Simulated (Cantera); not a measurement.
## Chlorosilane synthesis and conversion: SiCl4 + HCl + H2

Charge: 1 mol SiCl4, 1.7 mol HCl, 9.6 mol H2, equilibrated at 0.100 bar.

Cantera equilibrium calculation (NASA polynomials, part measured and part estimated; ideal gas, pure solids and liquids). Candidate condensed phases: Si; 19 gas species. The tables' values for SiCl3, SiCl are old estimates; treat these amounts as uncertain. Rates play no part.

| T (K) | x H2 | x HCl | x SiCl4 | x SiCl2 | x SiCl3 |
|---|---|---|---|---|---|
| 573 | 0.780 | 0.138 | 0.0813 | <1e-12 | 2.67e-11 |
| 723 | 0.780 | 0.138 | 0.0812 | 1.13e-11 | 6.07e-8 |
| 873 | 0.780 | 0.139 | 0.0803 | 6.21e-8 | 9.21e-6 |
| 1023 | 0.777 | 0.142 | 0.0774 | 2.43e-5 | 0.000298 |
| 1173 | 0.766 | 0.152 | 0.0680 | 0.00160 | 0.00332 |
| 1323 | 0.729 | 0.191 | 0.0413 | 0.0181 | 0.0117 |
| 1473 | 0.680 | 0.243 | 0.0125 | 0.0477 | 0.0132 |
| 1623 | 0.658 | 0.267 | 0.00234 | 0.0644 | 0.00804 |
| 1773 | 0.650 | 0.273 | 0.000445 | 0.0703 | 0.00429 |
x: gas mole fraction; nothing condenses.

From 573 K to 1773 K nothing is condensed. The main Si-bearing gas is SiCl4 at 573 K and SiCl2 at 1773 K.
